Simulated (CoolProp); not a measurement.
Methane at 404.72 K and 0.113 MPa flows at 0.13 m/s in a round tube of 25 mm bore and 15 µm roughness, fully developed (64/Re and Nu = 3.66 if laminar; Colebrook and Gnielinski if turbulent). Each further row changes one setting.

Computed with CoolProp (reference Helmholtz-energy equation of state, Setzmann 1991).

```
case               Reynolds number  Darcy friction factor  pressure drop (Pa/m)  heat-transfer coefficient (W/(m² K))  mass flow (kg/h)
-----------------  ---------------  ---------------------  --------------------  ------------------------------------  ----------------
as stated                      122                  0.526                0.0958                                  7.44             0.124
velocity 0.26 m/s              243                  0.263                 0.192                                  7.44             0.248
diameter 50 mm                 243                  0.263                0.0239                                  3.72             0.495
```

Viscosity comes from a separate model (Quiñones-Cisneros 2006). Thermal conductivity comes from a separate model (Friend 1989).
